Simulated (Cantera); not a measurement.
# Abatement and gas-phase synthesis: HBr + H₂ + O₂

Feed: 1 mol HBr, 0.23 mol H₂, 1.2 mol O₂, at 0.133 bar.

Equilibrium computed with Cantera from the NASA thermochemical tables; the gas is ideal and each condensed phase is pure. Candidate condensed phases: Br₂, H₂O; 12 gas species. Equilibrium is a limit: real reactors are often held back by kinetics, nucleation or transport.

From 848 K to 1548 K nothing is condensed.

```
T (K)   x O₂  x H₂O      x Br   x Br₂    x HBr      x OH       x O      x H₂
-----  -----  -----  --------  ------  -------  --------  --------  --------
848    0.404  0.352  0.000934   0.241  0.00187   1.27e-8  1.19e-12    <1e-12
948    0.404  0.350   0.00400   0.237  0.00524   1.43e-7  5.17e-11  2.57e-11
1048   0.404  0.344    0.0129   0.227   0.0119   1.02e-6   1.10e-9  5.08e-10
1148   0.401  0.334    0.0329   0.209   0.0227   5.09e-6   1.38e-8   5.94e-9
1248   0.396  0.319    0.0695   0.178   0.0370   1.94e-5   1.15e-7   4.62e-8
1348   0.387  0.301     0.123   0.136   0.0522   6.00e-5   6.95e-7   2.62e-7
1448   0.376  0.283     0.185  0.0909   0.0643  0.000158   3.28e-6   1.16e-6
1548   0.366  0.269     0.241  0.0529   0.0704  0.000366   1.26e-5   4.30e-6
```
x: gas mole fraction; nothing condenses.
